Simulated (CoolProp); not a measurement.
Octamethyltrisiloxane (MDM) along the isobar 17.5 bar: density (kg/m³) from the reference equation and from simpler models built on Tc = 565.4 K, pc = 14.38 bar, ω = 0.528; each cubic takes its own stable root.

Values from CoolProp's reference Helmholtz-energy equation of state, Thol 2017.

```json
[
 {"T (K)": "305.1", "phase": "liquid", "reference": "810.9"},
 {"T (K)": "314.7", "phase": "liquid", "reference": "801.3"},
 {"T (K)": "324.4", "phase": "liquid", "reference": "791.6"},
 {"T (K)": "334", "phase": "liquid", "reference": "781.9"},
 {"T (K)": "343.7", "phase": "liquid", "reference": "772.0"},
 {"T (K)": "353.3", "phase": "liquid", "reference": "762.1"},
 {"T (K)": "363", "phase": "liquid", "reference": "752.0"},
 {"T (K)": "372.6", "phase": "liquid", "reference": "741.8"},
 {"T (K)": "382.3", "phase": "liquid", "reference": "731.4"},
 {"T (K)": "391.9", "phase": "liquid", "reference": "720.9"},
 {"T (K)": "401.6", "phase": "liquid", "reference": "710.1"},
 {"T (K)": "411.2", "phase": "liquid", "reference": "699.2"},
 {"T (K)": "420.9", "phase": "liquid", "reference": "688.0"},
 {"T (K)": "430.5", "phase": "liquid", "reference": "676.6"},
 {"T (K)": "440.2", "phase": "liquid", "reference": "664.7"}
]
```

**Question.** How far does each simpler model (van der Waals, Redlich-Kwong, Soave-Redlich-Kwong, Peng-Robinson) lie from the reference over these 15 states: mean and median of the absolute difference, and the worst?

**Answer.** 
- van der Waals: mean 40.5 %, median 40.5 %, worst -41.7 % at 305.1 K and 17.5 bar
- Redlich-Kwong: mean 14.4 %, median 14.4 %, worst -14.9 % at 440.2 K and 17.5 bar
- Soave-Redlich-Kwong: mean 8.8 %, median 8.5 %, worst -10.2 % at 305.1 K and 17.5 bar
- Peng-Robinson: mean 2.8 %, median 3.1 %, worst +3.7 % at 430.5 K and 17.5 bar
